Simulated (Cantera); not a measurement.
A Cantera script and what it prints.

```python
import numpy as np
import cantera as ct

gas_names = """
    PbCL2 F2 CL2 CL
""".split()
cond_names = """
    PbF2(a) PbF2(b) PbF2(L) PbCL2(s) PbCL2(L)
""".split()


# ... load() reads the species with a 1 bar reference pressure and builds the phases ...
species = {s.name: s for s in load("nasa_gas.yaml", gas_names) + load("nasa_condensed.yaml", cond_names)}
# Each term lists the table entries of one substance; the one whose range holds T is used.
reactions = {
    'PbCl2(g) + F2(g) = PbF2 + Cl2(g)':
        [(-1, ['PbCL2']), (-1, ['F2']), (1, ['PbF2(a)', 'PbF2(b)', 'PbF2(L)']), (1, ['CL2'])],
    'PbF2 + 2 Cl(g) = F2(g) + PbCl2':
        [(-1, ['PbF2(a)', 'PbF2(b)', 'PbF2(L)']), (-2, ['CL']), (1, ['F2']), (1, ['PbCL2(s)', 'PbCL2(L)'])],
}


def pick(names, T):
    return next(species[n] for n in names if species[n].thermo.min_temp <= T <= species[n].thermo.max_temp)


results = []
for label, terms in reactions.items():
    print(label)
    print("     T/K   dH/kJ  dS/(J/K)   dG/kJ   log10 K")
    for T in [950, 1050, 1150, 1250, 1350, 1450]:
        used = [(nu, pick(names, T)) for nu, names in terms]
        dH = sum(nu * s.thermo.h(T) for nu, s in used) / 1e6
        dS = sum(nu * s.thermo.s(T) for nu, s in used) / 1e3
        dG = dH - T * dS / 1e3
        logK = -dG * 1e6 / (ct.gas_constant * T * np.log(10))
        results.append((label, T, dH, dS, dG, logK, [s.name for _, s in used]))
        print(f"{T:8g} {dH:8.1f} {dS:8.1f} {dG:8.1f} {logK:8.2f}")
```

Output:

```
PbCl2(g) + F2(g) = PbF2 + Cl2(g)
     T/K   dH/kJ  dS/(J/K)   dG/kJ   log10 K
     950   -474.3   -138.1   -343.1    18.86
    1050   -471.4   -135.2   -329.4    16.39
    1150   -453.0   -118.5   -316.7    14.38
    1250   -447.9   -114.3   -305.0    12.75
    1350   -442.8   -110.4   -293.8    11.37
    1450   -437.7   -106.8   -282.9    10.19
PbF2 + 2 Cl(g) = F2(g) + PbCl2
     T/K   dH/kJ  dS/(J/K)   dG/kJ   log10 K
     950     84.8    -96.6    176.6    -9.71
    1050     86.6    -94.8    186.2    -9.26
    1150     72.8   -107.3    196.2    -8.91
    1250     72.4   -107.6    206.9    -8.65
    1350     72.1   -107.9    217.7    -8.42
    1450     71.8   -108.1    228.5    -8.23
```

Source: NASA polynomial tables (part measured, part estimated), evaluated in Cantera. Condensed species are held in their standard states even where they would react or evaporate.
